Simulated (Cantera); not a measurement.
## Equilibrium for nitride etching: BN + H₂O + N₂

Feed: 1 mol BN, 24 mol H₂O, a varied amount of N₂, equilibrated at 900 K and 4.80 mbar.

Method: chemical equilibrium by Gibbs-energy minimisation in Cantera with the NASA 1993 tables (ideal gas, pure condensed phases). Candidate condensed phases: B, BN, B₂O₃, B₃O₃H₃, H₂O; 39 gas species. Gases not in the tables: H₃BO₃. Rates play no part.

From 0.5 mol N₂ to 54 mol N₂ the condensed part is B₂O₃(l). The share of B in condensed phases is highest at 54 mol N₂ (87.8 %) and lowest at 0.5 mol N₂ (78.6 %).

```
n(N₂) (mol)  log p H₂O  log p N₂  log p H₂  log p (HBO₂)₃  log p HBO₂  log p NH₃  n B₂O₃(l)
-----------  ---------  --------  --------  -------------  ----------  ---------  ---------
0.5              -2.37     -3.72     -3.54          -4.86       -6.78     -10.08      0.393
0.89             -2.37     -3.58     -3.55          -4.88       -6.78     -10.03      0.394
1.6              -2.38     -3.41     -3.56          -4.89       -6.79      -9.96      0.395
2.9              -2.41     -3.22     -3.58          -4.92       -6.80      -9.90      0.398
5.2              -2.44     -3.04     -3.61          -4.98       -6.82      -9.86      0.402
9.3              -2.50     -2.86     -3.67          -5.06       -6.85      -9.85      0.408
17               -2.59     -2.69     -3.76          -5.19       -6.89      -9.90      0.417
30               -2.70     -2.57     -3.88          -5.37       -6.95     -10.02      0.427
54               -2.86     -2.48     -4.04          -5.61       -7.03     -10.21      0.439
```
log p: log10 of the partial pressure in bar; n: condensed amount in mol.
